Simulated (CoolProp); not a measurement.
Normal hydrogen at 293.15 K and 0.954 MPa flows at 0.9 m/s in a round tube of 100 mm bore and 0.25 µm roughness, fully developed (64/Re and Nu = 3.66 if laminar; Colebrook and Gnielinski if turbulent). Each further row changes one setting.

Model: reference Helmholtz-energy equation of state, Leachman 2009, in CoolProp.

| case | Reynolds number | Darcy friction factor | pressure drop (Pa/m) | heat-transfer coefficient (W/(m² K)) | mass flow (kg/h) |
|---|---|---|---|---|---|
| as stated | 8020 | 0.0328 | 0.104 | 44.3 | 20.0 |
| velocity 1.8 m/s | 16000 | 0.0273 | 0.348 | 77.7 | 39.9 |
| diameter 200 mm | 16000 | 0.0273 | 0.0434 | 38.9 | 79.9 |

Viscosity comes from a separate model (Muzny 2013). Thermal conductivity comes from a separate model (Assael 2011).
